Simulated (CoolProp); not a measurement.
Vapour-liquid equilibrium of m-xylene (1) + o-xylene (2) at 395 K; x and y are mole fractions of (1).

Computed with CoolProp (multi-fluid Helmholtz-energy mixture model, Zhou 2012 and Zhou 2012; pair parameters Bell 2016).

Give the bubble pressure and the first vapour's composition at x = 0.15, 0.55, 0.85. Is there an azeotrope?

x = 0.15: 0.05485 MPa, y = 0.169; x = 0.55: 0.05846 MPa, y = 0.588; x = 0.85: 0.06112 MPa, y = 0.867. No azeotrope shows between x = 0.05 and 0.95.

The pair parameters rest on a limited set of measurements; away from them the model extrapolates.
